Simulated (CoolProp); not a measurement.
Vapour-liquid equilibrium of R22 (1) + R115 (2) at 317.9 K; x and y are mole fractions of (1).

Values from CoolProp's multi-fluid Helmholtz-energy mixture model, Kamei 1995 and Lemmon 2016; pair parameters Bell 2016.

```
x     bubble pressure (kPa)  y at the bubble point  dew pressure at overall composition x (kPa)  liquid density (mol/L)
----  ---------------------  ---------------------  -------------------------------------------  ----------------------
0.05                   1552                    [?]                                         1520                   7.724
0.2                     [?]                  0.257                                         1669                   8.113
0.35                   1805                  0.389                                         1784                     [?]
0.5                    1840                  0.510                                          [?]                   9.335
0.65                   1837                  0.637                                         1834                   10.19
0.8                    1801                    [?]                                         1794                     [?]
0.95                   1742                  0.942                                         1738                   12.37
```

Problem. Fill in the missing entries.

Solution. 
- 0.05, y at the bubble point: 0.081
- 0.2, bubble pressure (kPa): 1718
- 0.35, liquid density (mol/L): 8.645
- 0.5, dew pressure at overall composition x (kPa): 1839
- 0.8, y at the bubble point: 0.779
- 0.8, liquid density (mol/L): 11.20

y crosses x between x = 0.5 and 0.65: the model has an azeotrope there.

Pair parameters are fitted to limited data, so mixtures are less certain than the pure fluids.
